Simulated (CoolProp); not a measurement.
Properties of propylene glycol along the isobar 0.101 MPa (Tc = 674.0 K, pc = 7.292 MPa, ω = 0.327).

The numbers come from the reference Helmholtz-energy equation of state, Eisenbach 2021 in CoolProp.

```json
[
 {"T (K)": "232.5", "phase": "liquid", "Z": "0.003675", "cp (kJ/(kg K))": "2.036", "speed of sound (m/s)": "1687", "isothermal compressibility (1/MPa)": "0.0003768"},
 {"T (K)": "253", "phase": "liquid", "Z": "0.003426", "cp (kJ/(kg K))": "2.200", "speed of sound (m/s)": "1630", "isothermal compressibility (1/MPa)": "0.0004054"},
 {"T (K)": "273.5", "phase": "liquid", "Z": "0.003215", "cp (kJ/(kg K))": "2.340", "speed of sound (m/s)": "1576", "isothermal compressibility (1/MPa)": "0.0004393"},
 {"T (K)": "294.1", "phase": "liquid", "Z": "0.003035", "cp (kJ/(kg K))": "2.467", "speed of sound (m/s)": "1520", "isothermal compressibility (1/MPa)": "0.0004797"},
 {"T (K)": "314.6", "phase": "liquid", "Z": "0.002881", "cp (kJ/(kg K))": "2.586", "speed of sound (m/s)": "1462", "isothermal compressibility (1/MPa)": "0.0005271"},
 {"T (K)": "335.2", "phase": "liquid", "Z": "0.002747", "cp (kJ/(kg K))": "2.701", "speed of sound (m/s)": "1403", "isothermal compressibility (1/MPa)": "0.0005830"},
 {"T (K)": "355.7", "phase": "liquid", "Z": "0.002632", "cp (kJ/(kg K))": "2.813", "speed of sound (m/s)": "1343", "isothermal compressibility (1/MPa)": "0.0006485"},
 {"T (K)": "376.2", "phase": "liquid", "Z": "0.002532", "cp (kJ/(kg K))": "2.924", "speed of sound (m/s)": "1283", "isothermal compressibility (1/MPa)": "0.0007260"},
 {"T (K)": "396.8", "phase": "liquid", "Z": "0.002445", "cp (kJ/(kg K))": "3.034", "speed of sound (m/s)": "1221", "isothermal compressibility (1/MPa)": "0.0008190"},
 {"T (K)": "417.3", "phase": "liquid", "Z": "0.002370", "cp (kJ/(kg K))": "3.142", "speed of sound (m/s)": "1160", "isothermal compressibility (1/MPa)": "0.0009308"},
 {"T (K)": "437.8", "phase": "liquid", "Z": "0.002307", "cp (kJ/(kg K))": "3.250", "speed of sound (m/s)": "1097", "isothermal compressibility (1/MPa)": "0.001068"},
 {"T (K)": "458.4", "phase": "liquid", "Z": "0.002253", "cp (kJ/(kg K))": "3.360", "speed of sound (m/s)": "1034", "isothermal compressibility (1/MPa)": "0.001239"},
 {"T (K)": "478.9", "phase": "gas", "Z": "0.9826", "cp (kJ/(kg K))": "2.512", "speed of sound (m/s)": "230.3", "isothermal compressibility (1/MPa)": "10.08"},
 {"T (K)": "499.5", "phase": "gas", "Z": "0.9853", "cp (kJ/(kg K))": "2.599", "speed of sound (m/s)": "235.6", "isothermal compressibility (1/MPa)": "10.05"},
 {"T (K)": "520", "phase": "gas", "Z": "0.9874", "cp (kJ/(kg K))": "2.679", "speed of sound (m/s)": "240.7", "isothermal compressibility (1/MPa)": "10.03"}
]
```
